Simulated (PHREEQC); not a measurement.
A solution holds 0.00099 mol/kgw Li2CO3, at 40 °C. Closed to the air; pH follows from the charge balance.

Computed with PHREEQC (ion-association model, phreeqc.dat).

This is a speciation only: nothing precipitates in the calculation.

Task: Estimate the pH, specific conductance, ionic strength.

Result: pH 10.19; specific conductance 344 µS/cm; ionic strength 0.00249 mol/kgw.

Task: In which forms is C present?

Result: CO3-2 52 %, HCO3- 48 % of the C.

Complexes and solids missing from the database can't appear. Constants without temperature data keep their 25 °C values here.
